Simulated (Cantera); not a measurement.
A diamond (100) surface in a fixed gas of H2 with x(CH4) = 0.009, x(CH3) = 7.8e-05, at 998 K, 0.0415 atm; coverages are run to steady state.

Computed with Cantera and the Harris–Goodwin 1993 mechanism for the reconstructed diamond (100) surface.

θ: site fractions in the mechanism's names (c6HH fully hydrogenated, c6H* and c6*H radical sites, c6** diradical, c6HM methylated).

```csv
x(H),growth (µm/h),θ c6HH,θ c6H*,θ c6*H,θ c6**,θ c6HM
0.0001,0.376,0.554,0.0146,0.301,0.00398,0.0921
0.00022,0.684,0.552,0.0156,0.322,0.00582,0.0767
0.0005,___,0.564,0.0166,0.341,___,___
0.0011,1.34,0.577,0.0173,0.355,0.00849,0.0303
0.0025,1.54,0.588,0.0177,0.365,0.00912,0.0153
0.0056,1.64,0.593,0.0180,0.369,0.00944,0.00729
0.012,1.69,0.596,0.0182,0.372,0.00959,0.00350
0.028,1.71,0.597,0.0184,0.373,0.00969,0.00152
0.062,1.73,0.598,0.0187,0.373,0.00976,___
```

Problem. Some entries are withheld; supply them.

Solution. 
- 0.0005, growth (µm/h): 1.05
- 0.0005, θ c6**: 0.00743
- 0.0005, θ c6HM: 0.0521
- 0.062, θ c6HM: 0.000694
